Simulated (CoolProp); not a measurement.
A single-stage vapour-compression cycle with R134a: evaporating at 285.15 K (dew point), condensing at 305.15 K (bubble point), superheat 8 K, subcooling 2 K, compressor efficiency 0.85, no pressure losses. Each further row changes one setting.

The numbers come from the reference Helmholtz-energy equation of state, Tillner-Roth 1994 in CoolProp.

```json
[
 {"case": "as stated", "cooling COP": "11.0", "pressure ratio": "1.84", "discharge temperature (K)": "317.3", "refrigerating effect (kJ/kg)": "171", "volumetric capacity (kJ/m³)": "3540"},
 {"case": "evaporating temperature 290.15 K", "cooling COP": "15.3", "pressure ratio": "1.57", "discharge temperature (K)": "316.1", "refrigerating effect (kJ/kg)": "174", "volumetric capacity (kJ/m³)": "4220"},
 {"case": "condensing temperature 300.15 K", "cooling COP": "15.1", "pressure ratio": "1.59", "discharge temperature (K)": "311.4", "refrigerating effect (kJ/kg)": "178", "volumetric capacity (kJ/m³)": "3690"},
 {"case": "subcooling 7 K", "cooling COP": "11.5", "pressure ratio": "1.84", "discharge temperature (K)": "317.3", "refrigerating effect (kJ/kg)": "178", "volumetric capacity (kJ/m³)": "3690"},
 {"case": "superheat 18 K", "cooling COP": "11.1", "pressure ratio": "1.84", "discharge temperature (K)": "327.2", "refrigerating effect (kJ/kg)": "181", "volumetric capacity (kJ/m³)": "3560"},
 {"case": "compressor efficiency 0.75", "cooling COP": "9.73", "pressure ratio": "1.84", "discharge temperature (K)": "319.3", "refrigerating effect (kJ/kg)": "171", "volumetric capacity (kJ/m³)": "3540"}
]
```
